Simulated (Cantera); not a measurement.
A Cantera script and what it prints.

```python
import numpy as np
import cantera as ct

gas_names = """
    H HNO HNO2 HNO3 HO2 H2 H2O H2O2 H2S H2SO4 N NH NH2 NH3 NH2OH NO NO2 NO3 N2 N2H2 N2H4 N2O O OH O2 O3
    S SH SN SO SO2 SO3 S2 S2O S8
""".split()
cond_names = """
    H2O(s) H2O(L) H2SO4(L) S(cr1) S(cr2) S(L)
""".split()


# ... load() reads the species with a 1 bar reference pressure and builds the phases ...
atoms = {
    'S': {'S': 1},
    'H2': {'H': 2},
    'N2': {'N': 2},
    'H2O': {'H': 2, 'O': 1},
}
top_T = {}  # K; cautious upper limits of use, not melting points


# ... equilibrate(T, P, feed) seeds the gas with the atoms and calls Mixture.equilibrate('TP', solver="vcs", rtol=1e-11, max_steps=5000) ...
results = []
feed = {'S': 1, 'H2': 1.3, 'N2': 3.4, 'H2O': 0.11}  # mol
T = 2175  # K
P = 24000  # Pa
mix = equilibrate(T, P, feed)
results.append((T, P, feed, dict(zip(mix.species_names, mix.species_moles))))
print(gas.report(threshold=0.0001))
for i in range(1, mix.n_phases):
    print(f"{mix.phase(i).name:16s} {mix.phase_moles(i):12.5e} mol")
```

Result:

```
       temperature   2175 K
          pressure   24000 Pa
           density   0.032959 kg/m^3
  mean mol. weight   24.835 kg/kmol
   phase of matter   gas

                          1 kg             1 kmol
                     ---------------   ---------------
          enthalpy        2.9175e+06        7.2456e+07  J
   internal energy        2.1894e+06        5.4372e+07  J
           entropy             10678        2.6517e+05  J/K
    Gibbs function       -2.0306e+07        -5.043e+08  J
 heat capacity c_p            1476.4             36665  J/K
 heat capacity c_v            1141.6             28351  J/K

                      mass frac. Y      mole frac. X     chem. pot. / RT
                     ---------------   ---------------   ---------------
                 H        0.00019251         0.0047429           -11.331
                H2           0.01839           0.22654           -22.663
               H2O          0.013032          0.017966           -46.664
               H2S          0.016166          0.011782           -37.246
                N2           0.72205           0.64011             -29.1
                 S         0.0067024         0.0051919           -14.583
                SH          0.018034          0.013544           -25.915
                SO         0.0040746         0.0021056           -38.585
               SO2        0.00065716        0.00025477           -62.586
                S2           0.20039          0.077613           -29.166
     [  +25 minor]        0.00031095         0.0001469

S(L)              0.00000e+00 mol
```

Method: chemical equilibrium by Gibbs-energy minimisation in Cantera with the NASA 1993 tables (ideal gas, pure condensed phases).
